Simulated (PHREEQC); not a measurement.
Dissolve 0.0012 mol HF, 0.00014 mol (CH3)4NF and 0.023 mol (NH4)2SiF6 per kg of water at 25 °C. Closed to the air; pH follows from the charge balance.

The numbers come from PHREEQC with the ion-association model, wateq4f.dat.

```csv
quantity,before,after
pH,3.07,4.45
ionic strength (mol/kgw),0.0697,0.0232
F- (mol/kgw),0.00214,0.0231
HF (mol/kgw),0.00213,0.00106
HF2- (mol/kgw),1.78e-5,9.43e-5
H2F2 (mol/kgw),1.20e-5,2.94e-6
```

**Question.** Name the change that produced these shifts.
(A) (NH4)2SiF6 replaced by CsF at the same molality
(B) diluted 10-fold with water
(C) HF from 0.0012 to 0.0018 mol/kgw
(D) HF from 0.0012 to 0.0006 mol/kgw
(E) (CH3)4NF from 0.00014 to 0.0007 mol/kgw

**Answer.** A, (NH4)2SiF6 replaced by CsF at the same molality

No solid was allowed to form. Some of these states are supersaturated (in Quartz (slow to form), Chalcedony (slow to form), for instance). (CH3)4N+ isn't in the database: it is added as a free cation with an ion size of 4 Å. SiF6-2 is the database's only silicon fluoride.
